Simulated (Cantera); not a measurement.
What does this Cantera script print?

```python
import numpy as np
import cantera as ct

gas_names = [...]  # 45 gases of nasa_gas.yaml made of Al, Cl, H, N, O
cond_names = """
    AL(cr) AL(L) ALCL3(s) ALCL3(L) ALN(s) AL2O3(a) AL2O3(L) H2O(s) H2O(L) NH4CL(a) NH4CL(b)
""".split()


# ... load() reads the species with a 1 bar reference pressure and builds the phases ...
atoms = {
    'AlCl3': {'AL': 1, 'CL': 3},
    'N2O': {'N': 2, 'O': 1},
    'H2': {'H': 2},
}
top_T = {'ALN(s)': 2750}  # K; cautious upper limits of use, not melting points


# ... equilibrate(T, P, feed) seeds the gas with the atoms and calls Mixture.equilibrate('TP', solver="vcs", rtol=1e-11, max_steps=5000) ...
results = []
feed = {'AlCl3': 1, 'N2O': 38, 'H2': 3.7}  # mol
T = 2123.15  # K
for P in [10, 32, 100, 320, 1000, 3200, 10000, 32000, 100000]:
    mix = equilibrate(T, P, feed)
    results.append((T, P, feed, dict(zip(mix.species_names, mix.species_moles))))

top = {s: max(r[3][s] / sum(r[3][g] for g in gas_names) for r in results) for s in gas_names}
cols = sorted((s for s in top if top[s] > 1e-06), key=lambda s: -top[s])[:7]
seen = [c for c in cond_names if any(r[3].get(c, 0) > 1e-12 for r in results)]
print("log10 of partial pressures in bar; condensed amounts in mol")
print(f"{'P/Pa':>10s}" + "".join(f"{s[:9]:>10s}" for s in cols + seen))
for T, P, feed, n in results:
    ng = sum(n[g] for g in gas_names)
    print(f"{P:10.4g}" + "".join(f"{np.log10(max(n[s] / ng * P / 1e5, 1e-99)):10.3f}" for s in cols)
          + "".join(f"{n.get(c, 0):10.4g}" for c in seen))
```

It prints:

```
log10 of partial pressures in bar; condensed amounts in mol
      P/Pa        N2        O2         O       H2O        CL       HCL         H  AL2O3(a)
        10    -4.236    -4.667    -5.121    -5.563    -5.431    -6.046    -5.639     0.497
        32    -3.719    -4.122    -4.849    -4.942    -4.953    -5.393    -5.465    0.4983
       100    -3.217    -3.604    -4.590    -4.392    -4.494    -4.790    -5.319    0.4989
       320    -2.708    -3.084    -4.330    -3.863    -4.035    -4.196    -5.185    0.4993
      1000    -2.210    -2.580    -4.078    -3.359    -3.594    -3.629    -5.059    0.4996
      3200    -1.704    -2.068    -3.822    -2.855    -3.151    -3.062    -4.935    0.4997
     1e+04    -1.208    -1.569    -3.572    -2.365    -2.726    -2.517    -4.815    0.4998
   3.2e+04    -0.702    -1.061    -3.318    -1.868    -2.300    -1.969    -4.693    0.4999
     1e+05    -0.206    -0.563    -3.069    -1.381    -1.890    -1.440    -4.574    0.4999
```

Equilibrium computed with Cantera from the NASA thermochemical tables; the gas is ideal and each condensed phase is pure. Gases not in the tables: Al(OH)3.
